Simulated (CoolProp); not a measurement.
Computed with CoolProp (reference Helmholtz-energy equation of state, Gao 2020).

Question: For ammonia, give the phase and the Z, isothermal compressibility (1/MPa), conductivity (mW/(m K)) at 591.6 K and 9.81 MPa.

Answer: 
- 591.6 K and 9.81 MPa: gas; Z 0.924, isothermal compressibility 0.110, conductivity 74.9

Thermal conductivity comes from a separate model (Tufeu 1984).
